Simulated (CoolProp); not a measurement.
Vapour-liquid equilibrium of methanol (1) + water (2) at 0.719 MPa; x and y are mole fractions of (1).

Model: multi-fluid Helmholtz-energy mixture model, de Reuck 1993 and Wagner 2002; pair parameters Bell 2016, in CoolProp.

```
x     bubble temperature (K)  y at the bubble point  dew temperature at overall composition x (K)  liquid density (mol/L)
----  ----------------------  ---------------------  --------------------------------------------  ----------------------
0.05                   434.4                  0.147                                         437.6                   47.56
0.15                   426.7                  0.357                                         434.3                   43.09
0.25                   420.7                  0.503                                         430.8                   39.19
0.35                   415.9                  0.610                                         427.0                   35.77
0.45                   412.0                  0.694                                         423.0                   32.75
0.55                   408.6                  0.762                                         418.7                   30.09
0.65                   405.7                  0.821                                         414.1                   27.73
0.75                   403.1                  0.875                                         409.2                   25.62
0.85                   400.7                  0.925                                         404.3                   23.75
0.95                   398.4                  0.975                                         399.5                   22.06
```

No azeotrope shows between x = 0.05 and 0.95.

Pair parameters are fitted to limited data, so mixtures are less certain than the pure fluids.
